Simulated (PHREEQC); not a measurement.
Make-up at 78 °C: 0.045 mol Cu(NO3)2 and 0.00016 mol Na2SO4 per kg of water. Closed to the air; pH follows from the charge balance.

All values are PHREEQC results (ion-association model, phreeqc.dat), not measurements.

Each row changes one thing in this solution. Precipitation was switched off in this run.

| case | pH | SO4-2 (mol/kgw) | HSO4- (mol/kgw) | NaSO4- (mol/kgw) |
|---|---|---|---|---|
| as made | 3.79 | 7.16e-5 | 1.79e-6 | 4.58e-8 |
| Na2SO4 from 0.00016 to 3.2e-05 mol/kgw | 3.78 | 1.43e-5 | 3.60e-7 | 1.83e-9 |
| Cu(NO3)2 from 0.045 to 0.0225 mol/kgw | 3.95 | 8.05e-5 | 1.66e-6 | 6.58e-8 |
| Cu(NO3)2 from 0.045 to 0.225 mol/kgw | 3.46 | 5.97e-5 | 1.65e-6 | 2.08e-8 |
| Cu(NO3)2 left out | 6.33 | 0.000160 | 2.62e-8 | 3.05e-7 |
| 0.0029 mol/kgw NaCl added | 3.79 | 7.24e-5 | 1.78e-6 | 4.64e-7 |
| Na2SO4 from 0.00016 to 0.0016 mol/kgw | 3.80 | 0.000724 | 1.74e-5 | 4.61e-6 |

Away from 25 °C the constants follow the database's enthalpies or fits; those with neither stay at their 25 °C values.
